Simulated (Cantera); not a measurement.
Feed: 1 mol Al, 0.0043 mol O2, 4.5 mol H2, at 1973 K and 7.50 Torr.

Equilibrium computed with Cantera from the NASA thermochemical tables; the gas is ideal and each condensed phase is pure. Candidate condensed phases: Al, Al2O3, H2O; 19 gas species. Kinetics and transport are ignored.

Base state: H2 0.808, Al 0.173, H 0.0121, AlH 0.00463, Al2O 0.00156, Al2 0.000106 (mole fractions); condensed: gas only.

Question: What changes in the equilibrium state with this change: Al replaced by Ti?

Answer: 
| species | before | after |
|---|---|---|
| H2 | 0.808 | 0.986 |
| H | 0.0121 | 0.0134 |
| Ti | 0 | 0.000693 |
| Al | 0.173 | 0 |
| AlH | 0.00463 | 0 |
| Al2O | 0.00156 | 0 |
| Al2 | 0.000106 | 0 |
| TiO | 0 | 4.49e-5 |
| Ti(l), mol | 0 | 0.988 |
| TiO(s), mol | 0 | 0.00839 |
Mutual solubility and eutectic melting of coexisting phases are not modelled. TiO: taken at fixed stoichiometry. Condensed phases not in the tables: N, O or C dissolved in the metal. Further candidate phases: Ti, TiO, TiO2, Ti2O3, Ti3O5, Ti4O7.

Question: What changes in the equilibrium state with this change: Al replaced by Fe?

Answer: 
```
species       before    after
----------  --------  -------
H2             0.808    0.958
Fe                 0   0.0268
H             0.0121   0.0132
Al             0.173        0
AlH          0.00463        0
Al2O         0.00156        0
Al2         0.000106        0
H2O          2.22e-8  0.00184
Fe(l), mol         0    0.875
```
Further candidate phases: Fe, FeO, Fe(OH)2, Fe(OH)3, Fe2O3, Fe3O4.

Question: What changes in the equilibrium state with this change: temperature from 1973 K to 1625 K?

Answer: 
```csv
species,before,after
H2,0.808,0.988
Al,0.173,0.00879
Al2O,0.00156,0.00189
H,0.0121,0.000701
Al2,0.000106,2.61e-6
AlH,0.00463,0.000673
"Al(l), mol",0,0.940
```
